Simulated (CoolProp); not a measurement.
Vapour-liquid equilibrium of ethylbenzene (1) + n-nonane (2) at 475.1 K; x and y are mole fractions of (1).

Computed with CoolProp (multi-fluid Helmholtz-energy mixture model, Zhou 2012 and Lemmon 2006; pair parameters Bell 2016).

### Question
Give the bubble pressure and the first vapour's composition at x = 0.35, 0.8, 0.95. Is there an azeotrope?

### Answer
x = 0.35: 0.3858 MPa, y = 0.424; x = 0.8: 0.4358 MPa, y = 0.827; x = 0.95: 0.4459 MPa, y = 0.955. No azeotrope shows between x = 0.05 and 0.95.

The pair parameters rest on a limited set of measurements; away from them the model extrapolates.
